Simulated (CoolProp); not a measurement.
Properties of water along the isobar 101 kPa (Tc = 647.1 K, pc = 22060 kPa, ω = 0.344).

Model: reference Helmholtz-energy equation of state, Wagner 2002, in CoolProp.

| T (K) | phase | density (kg/m³) | cp (kJ/(kg K)) | speed of sound (m/s) | conductivity (mW/(m K)) |
|---|---|---|---|---|---|
| 280.6 | liquid | 999.9 | 4.200 | 1437 | 573 |
| 287.8 | liquid | 999.2 | 4.189 | 1465 | 588 |
| 295 | liquid | 997.8 | 4.183 | 1488 | 601 |
| 302.2 | liquid | 995.9 | 4.180 | 1507 | 613 |
| 309.4 | liquid | 993.6 | 4.179 | 1522 | 623 |
| 316.6 | liquid | 990.9 | 4.180 | 1534 | 633 |
| 323.9 | liquid | 987.7 | 4.182 | 1543 | 641 |
| 331.1 | liquid | 984.2 | 4.184 | 1550 | 649 |
| 338.3 | liquid | 980.5 | 4.187 | 1553 | 656 |
| 345.5 | liquid | 976.4 | 4.191 | 1555 | 662 |
| 352.7 | liquid | 972.1 | 4.196 | 1555 | 667 |
| 359.9 | liquid | 967.5 | 4.202 | 1552 | 671 |
| 367.1 | liquid | 962.6 | 4.209 | 1548 | 675 |
| 374.3 | gas | 0.5937 | 2.074 | 473.0 | 24.7 |

Thermal conductivity comes from a separate model (Huber 2012).
